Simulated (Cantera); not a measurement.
Input: 1 mol SiH₂Cl₂, 0.4 mol N₂O, at 1200 K and 0.0133 bar.

Cantera equilibrium calculation (NASA polynomials, part measured and part estimated; ideal gas, pure solids and liquids). Mutual solubility and eutectic melting of coexisting phases are not modelled. The tables' values for SiCl₃ are old estimates; treat these amounts as uncertain. The tables hold silica as quartz up to 1696 K and as liquid above; real silica turns to tridymite and cristobalite and melts near 1996 K. Equilibrium is a limit: real reactors are often held back by kinetics, nucleation or transport.

```tsv
species	before	after
HCl	0.668	0.278
H₂	0.220	0.217
SiCl₂	0.000557	0.208
SiO	4.34e-7	0.143
N₂	0.000289	0.143
SiCl₄	0.107	0.000246
SiCl	<1e-9	0.000429
Si	<1e-9	9.49e-5
H	8.01e-7	0.00214
Cl	2.11e-6	0.00208
SiHCl₃	0.000960	5.41e-5
SiCl₃	0.00261	0.00588
SiO₂(β-quartz), mol	0.000259	0
Si₂N₂O(s), mol	0.399	0
```
Gas species are given as mole fractions.

**Question.** Name the change that produced these shifts.
A. N₂O from 0.4 to 9.9 mol
B. N₂O from 0.4 to 0.56 mol
C. N₂O from 0.4 to 24 mol
D. temperature from 1200 K to 1848 K

**Answer.** D, temperature from 1200 K to 1848 K. The tables' values for SiCl₃, SiCl are old estimates; treat these amounts as uncertain
